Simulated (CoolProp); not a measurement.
Ethanol at several states: Z from the reference equation and from simpler models built on Tc = 514.7 K, pc = 6.268 MPa, ω = 0.644; each cubic takes its own stable root.

Computed with CoolProp (reference Helmholtz-energy equation of state, Schroeder 2014).

```tsv
T (K)	p (MPa)	phase	reference
186.7	0.115	liquid	0.003871
424.3	3.67	liquid	0.07320
367.8	2.65	liquid	0.05519
545.8	0.0106	gas	0.9996
459.7	0.0127	gas	0.9990
533.3	0.0114	gas	0.9995
```

**Question.** How far does each simpler model (Soave-Redlich-Kwong, Peng-Robinson) lie from the reference over these 6 states: mean and median of the absolute difference, and the worst?

**Answer.** 
- Soave-Redlich-Kwong: mean 10.3 %, median 9.5 %, worst +22.1 % at 424.3 K and 3.67 MPa
- Peng-Robinson: mean 3.5 %, median 2.7 %, worst +7.9 % at 186.7 K and 0.115 MPa
